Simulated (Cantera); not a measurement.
## Pyrogenic steam for wet oxidation

An isothermal, constant-pressure homogeneous reactor starts with 5.94 % H2, 4.95 % O2, 89.1 % N2, equivalence ratio 0.60, at 825 K and 0.133 bar.

Cantera simulation using the H2/O2 subset of GRI-Mech 3.0, which has no nitrogen chemistry; the numbers are that mechanism's predictions, not measurements. Radical loss at walls, strong at low pressure, is not modelled. Below about 950 K walls govern HO2 and H2O2 in real vessels. The temperature is held fixed by assumption; the heat of reaction is taken as removed at once.

```tsv
t (s)	x H2	x O2	x O	x OH	x H	x H2O	x HO2
6.00e-5	0.0594	0.0495	<1e-12	<1e-12	<1e-12	<1e-12	<1e-12
0.000173	0.0594	0.0495	<1e-12	<1e-12	<1e-12	<1e-12	<1e-12
0.000501	0.0594	0.0495	<1e-12	<1e-12	<1e-12	<1e-12	<1e-12
0.00145	0.0594	0.0495	<1e-12	<1e-12	1.40e-12	1.42e-12	2.33e-12
0.00418	0.0594	0.0495	<1e-12	<1e-12	8.13e-12	1.99e-11	1.80e-11
0.0121	0.0594	0.0495	3.23e-11	6.23e-12	2.91e-10	1.09e-9	7.89e-10
0.0348	0.0593	0.0495	2.19e-6	8.39e-7	2.05e-5	8.37e-5	7.02e-6
0.101	0.00379	0.0223	1.05e-5	6.60e-6	2.07e-5	0.0573	4.27e-6
0.291	0.00217	0.0215	1.05e-6	6.73e-7	1.24e-6	0.0590	3.64e-6
0.839	0.00195	0.0214	3.86e-8	2.00e-8	3.82e-8	0.0592	2.28e-6
2.42	0.00185	0.0213	5.08e-8	2.88e-8	5.02e-8	0.0593	2.44e-6
7.00	0.00152	0.0211	4.88e-8	3.07e-8	4.36e-8	0.0596	2.35e-6
```
x: mole fraction; the columns are a selection and need not sum to one.

Equilibrium at this temperature and pressure: H2 <1e-12, O2 0.0204, O <1e-12, OH 1.32e-9, H <1e-12, H2O 0.0612, HO2 2.58e-12 (gas phase only).
